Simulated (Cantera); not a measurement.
Input (Python, Cantera) and output of one run.

```python
import numpy as np
import cantera as ct

gas_names = """
    C CN CO CO2 C2 CCN CNC C2N2 C2O C3 C3O2 C4 C4N2 C5 N NCO NO NO2 NO3 N2 N2O O O2 O3 Si SiC SiC2 SiN
    SiO SiO2 Si2 Si2C Si2N Si3
""".split()
cond_names = """
    C(gr) Si(cr) Si(L) SiC(b) SiO2(Lqz) SiO2(hqz) SiO2(L) Si2N2O(s) Si3N4(a)
""".split()


# ... load() reads the species with a 1 bar reference pressure and builds the phases ...
atoms = {
    'Si': {'Si': 1},
    'CO2': {'C': 1, 'O': 2},
    'N2': {'N': 2},
}
top_T = {'C(gr)': 4500, 'SiC(b)': 3050, 'Si2N2O(s)': 2100, 'Si3N4(a)': 2400}  # K; cautious upper limits of use, not melting points


# ... equilibrate(T, P, feed) seeds the gas with the atoms and calls Mixture.equilibrate('TP', solver="vcs", rtol=1e-11, max_steps=5000) ...
results = []
feed = {'Si': 1, 'CO2': 0.14, 'N2': 2.8}  # mol
P = 8200  # Pa
for T in [1123, 1173, 1223, 1273, 1323, 1373, 1423, 1473, 1523]:
    mix = equilibrate(T, P, feed)
    results.append((T, P, feed, dict(zip(mix.species_names, mix.species_moles))))

top = {s: max(r[3][s] / sum(r[3][g] for g in gas_names) for r in results) for s in gas_names}
cols = sorted((s for s in top if top[s] > 0.001), key=lambda s: -top[s])[:7]
seen = [c for c in cond_names if any(r[3].get(c, 0) > 1e-12 for r in results)]
print("log10 of partial pressures in bar; condensed amounts in mol")
print(f"{'T/K':>10s}" + "".join(f"{s[:9]:>10s}" for s in cols + seen))
for T, P, feed, n in results:
    ng = sum(n[g] for g in gas_names)
    print(f"{T:10.4g}" + "".join(f"{np.log10(max(n[s] / ng * P / 1e5, 1e-99)):10.3f}" for s in cols)
          + "".join(f"{n.get(c, 0):10.4g}" for c in seen))
```

Output:

```
log10 of partial pressures in bar; condensed amounts in mol
       T/K        N2     C(gr)    SiC(b) Si2N2O(s)  Si3N4(a)
      1123    -1.086      0.14         0      0.28    0.1467
      1173    -1.086      0.14         0      0.28    0.1467
      1223    -1.086      0.14         0      0.28    0.1467
      1273    -1.086      0.14         0      0.28    0.1467
      1323    -1.086      0.14         0      0.28    0.1467
      1373    -1.086    0.1399         0    0.2799    0.1467
      1423    -1.086    0.1397         0    0.2797    0.1468
      1473    -1.086    0.1394         0    0.2794    0.1471
      1523    -1.086         0    0.1386    0.2786    0.1014
```

These are equilibrium values from Cantera (NASA tables, ideal gas, pure condensed phases), not measurements of a reactor. N2 is the only nitrogen source here; it is nearly inert below about 1500 K, so the nitride shown seldom forms there in practice. Mutual solubility and eutectic melting of coexisting phases are not modelled.
